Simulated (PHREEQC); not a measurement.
Model water analysis in mg/L, 25 °C, pH 5.61, pe 12.2:

| constituent | mg/L |
|---|---|
| Na | 0.119 |
| K | 0.0424 |
| Ca | 2.84 |
| Mg | 0.455 |
| Cl | 2.6 |
| S(6) as SO4 | 0.216 |
| Alkalinity as HCO3 | 6.31 |
| Li | 0.00819 |
| Si as SiO2 | 0.062 |

Valence states are taken as typed.

All values are PHREEQC results (ion-association model, phreeqc.dat), not measurements.

Each row changes one thing in this solution. No solid was allowed to form.

```csv
case,CO2 (mol/kgw),HCO3- (mol/kgw),(CO2)2 (mol/kgw),CO3-2 (mol/kgw),HSO4- (mol/kgw),H3SiO4- (mol/kgw),SI of Quartz (SiO2)
as made,0.000573,0.000106,6.02e-9,2.14e-9,4.99e-10,6.32e-11,-2.01
Na from 0.119 to 0.0595 mg/L,0.000573,0.000106,6.02e-9,2.14e-9,4.99e-10,6.32e-11,-2.01
S(6) from 0.216 to 0.648 mg/L,0.000573,0.000106,6.02e-9,2.14e-9,…,6.32e-11,-2.01
all concentrations times 4 at the same typed pH,0.00220,0.000414,…,8.83e-9,…,2.57e-10,-1.40
pH from 5.61 to 5.5 at the same alkalinity,…,0.000107,1.01e-8,1.67e-9,…,4.91e-11,-2.01
```

Problem. Some entries are withheld; supply them.

Solution. 
- S(6) from 0.216 to 0.648 mg/L, HSO4- (mol/kgw): 1.50e-9
- all concentrations times 4 at the same typed pH, (CO2)2 (mol/kgw): 8.90e-8
- all concentrations times 4 at the same typed pH, HSO4- (mol/kgw): 1.83e-9
- pH from 5.61 to 5.5 at the same alkalinity, CO2 (mol/kgw): 0.000743
- pH from 5.61 to 5.5 at the same alkalinity, HSO4- (mol/kgw): 6.43e-10

Complexes and solids missing from the database can't appear.
